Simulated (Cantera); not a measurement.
Input (Python, Cantera) and output of one run.

```python
import numpy as np
import cantera as ct

gas_names = [...]  # 91 gases of nasa_gas.yaml made of C, Cl, H
cond_names = """
    C(gr) C6H6(L) C7H8(L) C8H18(L),n-octa
""".split()


# ... load() reads the species with a 1 bar reference pressure and builds the phases ...
atoms = {
    'CCl4': {'C': 1, 'CL': 4},
    'H2': {'H': 2},
}
top_T = {'C(gr)': 4500}  # K; cautious upper limits of use, not melting points


# ... equilibrate(T, P, feed) seeds the gas with the atoms and calls Mixture.equilibrate('TP', solver="vcs", rtol=1e-11, max_steps=5000) ...
results = []
feed = {'CCl4': 1, 'H2': 2.2}  # mol
P = 17  # Pa
for T in [1473, 1673, 1873, 2073, 2273, 2473, 2673, 2873, 3073, 3273]:
    mix = equilibrate(T, P, feed)
    results.append((T, P, feed, dict(zip(mix.species_names, mix.species_moles))))

top = {s: max(r[3][s] / sum(r[3][g] for g in gas_names) for r in results) for s in gas_names}
cols = sorted((s for s in top if top[s] > 0.001), key=lambda s: -top[s])[:5]
seen = [c for c in cond_names if any(r[3].get(c, 0) > 1e-12 for r in results)]
print("log10 of partial pressures in bar; condensed amounts in mol")
print(f"{'T/K':>10s}" + "".join(f"{s[:9]:>10s}" for s in cols + seen))
for T, P, feed, n in results:
    ng = sum(n[g] for g in gas_names)
    print(f"{T:10.4g}" + "".join(f"{np.log10(max(n[s] / ng * P / 1e5, 1e-99)):10.3f}" for s in cols)
          + "".join(f"{n.get(c, 0):10.4g}" for c in seen))
```

It prints:

```
log10 of partial pressures in bar; condensed amounts in mol
       T/K       HCL         H        CL        H2         C     C(gr)
      1473    -3.793    -7.437    -6.243    -5.078   -17.223         1
      1673    -3.809    -6.444    -5.360    -5.001   -14.178         1
      1873    -3.868    -5.603    -4.766    -4.826   -11.786    0.9997
      2073    -4.017    -4.918    -4.391    -4.676    -9.858    0.9984
      2273    -4.321    -4.429    -4.185    -4.707    -8.270    0.9929
      2473    -4.827    -4.168    -4.111    -5.033    -6.942    0.9382
      2673    -5.477    -4.099    -4.115    -5.617    -5.826         0
      2873    -6.084    -4.085    -4.120    -6.212    -5.274         0
      3073    -6.642    -4.092    -4.132    -6.771    -4.905         0
      3273    -7.129    -4.098    -4.139    -7.261    -4.773         0
```

Method: chemical equilibrium by Gibbs-energy minimisation in Cantera with the NASA 1993 tables (ideal gas, pure condensed phases).
